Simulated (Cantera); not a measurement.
# Pyrogenic steam for wet oxidation

An isothermal, constant-pressure homogeneous reactor starts with H₂ : O₂ : N₂ = 1.3 : 1 : 0.66 (molar parts), equivalence ratio 0.65, at 1075 K and 0.133 bar.

Computed with Cantera and GRI-Mech 3.0 (53 species, 325 reactions). The temperature is held fixed by assumption; the heat of reaction is taken as removed at once.

```csv
t (s),x H₂,x O₂,x O,x H₂O,x H
8.00e-6,0.439,0.338,8.34e-11,1.43e-10,8.23e-10
4.24e-5,0.439,0.338,2.18e-9,1.28e-8,1.40e-8
0.000225,0.438,0.337,0.000104,0.000821,0.000651
0.00119,0.00403,0.153,0.000520,0.556,0.000477
0.00632,0.000238,0.152,1.65e-5,0.562,3.61e-6
0.0335,6.80e-6,0.152,9.52e-7,0.563,3.99e-8
0.178,1.87e-7,0.152,1.06e-7,0.563,9.44e-10
0.943,2.45e-8,0.152,1.73e-8,0.563,6.05e-11
5.00,4.96e-9,0.152,3.40e-9,0.563,5.76e-12
```
x: mole fraction; the columns are a selection and need not sum to one.

Equilibrium at this temperature and pressure: H₂ 2.79e-9, O₂ 0.151, O 1.41e-9, H₂O 0.563, H 2.14e-12 (gas phase only).
